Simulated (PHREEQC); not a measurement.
Make-up at 20 °C and 500 atm: 15 mmol/kgw HF, 3.4 mmol/kgw H2SiF6 and 16.5 mmol/kgw HCl. Closed to the air; pH follows from the charge balance.

Model: ion-association model, phreeqc.dat, run in PHREEQC.

The ionic strength comes out as 0.0275 mol/kgw. What activity coefficients do SiF6-2, H+, HF2-, Cl-, F- get?

SiF6-2 0.55, H+ 0.88, HF2- 0.86, Cl- 0.86, F- 0.85.

No solid was allowed to form. Complexes and solids missing from the database can't appear. Under pressure, the constants of complexes without a molar volume in the database are unreliable. SiF6-2 is the database's only silicon fluoride.
